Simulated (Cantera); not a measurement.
A perfectly stirred reactor is fed with 20.5 % H₂, 15.6 % O₂, 58.5 % N₂, 5.34 % H₂O, at 4.93 atm; it is adiabatic with a 548 K inlet, and is followed from long to short residence time, starting on the burning branch (τ in s: 0.49, 0.22, 0.1, 0.046, 0.021, 0.0095, 0.0043, 0.0019, 0.00088, 0.0004, 0.00018, 8.2e-05, 3.7e-05).

Cantera simulation using GRI-Mech 3.0 (53 species, 325 reactions); the numbers are that mechanism's predictions, not measurements. The hydrogen kinetics of GRI-Mech 3.0 are dated; newer H2 mechanisms differ, most at raised pressure.

x: mole fraction; the columns are a selection and need not sum to one.

| τ (s) | T (K) | x H₂ | x O₂ | x H₂O | x NO | x N₂O |
|---|---|---|---|---|---|---|
| 0.49 | 2046 | 0.000223 | 0.0577 | 0.287 | 0.00166 | 4.69e-7 |
| 0.22 | 2048 | 0.000230 | 0.0581 | 0.287 | 0.000929 | 4.77e-7 |
| 0.10 | 2049 | 0.000242 | 0.0583 | 0.287 | 0.000476 | 4.89e-7 |
| 0.046 | 2049 | [?] | 0.0584 | 0.287 | 0.000242 | 5.12e-7 |
| 0.021 | 2048 | [?] | 0.0585 | 0.287 | 0.000126 | 5.57e-7 |
| 0.0095 | 2046 | [?] | 0.0585 | 0.286 | 7.19e-5 | 6.44e-7 |
| 0.0043 | 2043 | [?] | 0.0584 | 0.286 | 4.64e-5 | 7.89e-7 |
| 0.0019 | 2038 | [?] | 0.0584 | 0.285 | 3.36e-5 | 9.88e-7 |
| 0.00088 | 2029 | [?] | 0.0584 | 0.284 | 2.69e-5 | 1.16e-6 |
| 0.00040 | 2015 | [?] | 0.0584 | 0.282 | 2.22e-5 | 1.22e-6 |
| 0.00018 | 1994 | [?] | 0.0586 | 0.279 | 1.86e-5 | 1.15e-6 |
| 8.2e-5 | 1962 | [?] | 0.0592 | 0.275 | 1.64e-5 | 9.88e-7 |
| 3.7e-5 | 1912 | [?] | 0.0603 | 0.269 | 1.57e-5 | 8.06e-7 |

Some entries are withheld; supply them.


- 0.046, x H₂: 0.000266
- 0.021, x H₂: 0.000314
- 0.0095, x H₂: 0.000412
- 0.0043, x H₂: 0.000597
- 0.0019, x H₂: 0.000940
- 0.00088, x H₂: 0.00149
- 0.00040, x H₂: 0.00243
- 0.00018, x H₂: 0.00396
- 8.2e-5, x H₂: 0.00632
- 3.7e-5, x H₂: 0.00996
